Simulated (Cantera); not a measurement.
## Formation from one mole of I2

Source: NASA polynomial tables (part measured, part estimated), evaluated in Cantera. Values are per mole of reaction as written; species without (g) are pure solids or liquids, kept so even where they would boil at 1 bar.

Mg + I2(g) → MgI2

```json
[
 {"T (K)": "300", "ΔH° (kJ)": "-429.3", "ΔS° (J/K)": "-163.4", "ΔG° (kJ)": "-380.3", "log10 K": "66.22", "condensed phases": "Mg(s), MgI2(s)"},
 {"T (K)": "800", "ΔH° (kJ)": "-421.2", "ΔS° (J/K)": "-147.8", "ΔG° (kJ)": "-302.9", "log10 K": "19.78", "condensed phases": "Mg(s), MgI2(s)"},
 {"T (K)": "950", "ΔH° (kJ)": "-397.2", "ΔS° (J/K)": "-121.1", "ΔG° (kJ)": "-282.1", "log10 K": "15.51", "condensed phases": "Mg(l), MgI2(l)"},
 {"T (K)": "1100", "ΔH° (kJ)": "-393.0", "ΔS° (J/K)": "-117.0", "ΔG° (kJ)": "-264.3", "log10 K": "12.55", "condensed phases": "Mg(l), MgI2(l)"},
 {"T (K)": "1250", "ΔH° (kJ)": "-388.8", "ΔS° (J/K)": "-113.4", "ΔG° (kJ)": "-247.0", "log10 K": "10.32", "condensed phases": "Mg(l), MgI2(l)"},
 {"T (K)": "1400", "ΔH° (kJ)": "-384.7", "ΔS° (J/K)": "-110.3", "ΔG° (kJ)": "-230.2", "log10 K": "8.59", "condensed phases": "Mg(l), MgI2(l)"}
]
```

Pb + I2(g) → PbI2(g)

```tsv
T (K)	ΔH° (kJ)	ΔS° (J/K)	ΔG° (kJ)	log10 K	condensed phases
300	-65.6	34.0	-75.8	13.20	Pb(s)
800	-74.7	18.0	-89.1	5.82	Pb(l)
950	-76.2	16.3	-91.6	5.04	Pb(l)
1100	-77.5	14.9	-94.0	4.46	Pb(l)
1250	-78.9	13.8	-96.1	4.02	Pb(l)
1400	-80.3	12.7	-98.1	3.66	Pb(l)
```

0.6667 Al + I2(g) → 0.6667 AlI3(g)

```
T (K)  ΔH° (kJ)  ΔS° (J/K)  ΔG° (kJ)  log10 K  condensed phases
-----  --------  ---------  --------  -------  ----------------
300      -191.3      -30.5    -182.1    31.71             Al(s)
800      -192.3      -32.4    -166.4    10.87             Al(s)
950      -200.2      -40.8    -161.4     8.87             Al(l)
1100     -200.8      -41.4    -155.2     7.37             Al(l)
1250     -201.5      -42.0    -149.0     6.22             Al(l)
1400     -202.2      -42.6    -142.6     5.32             Al(l)
```
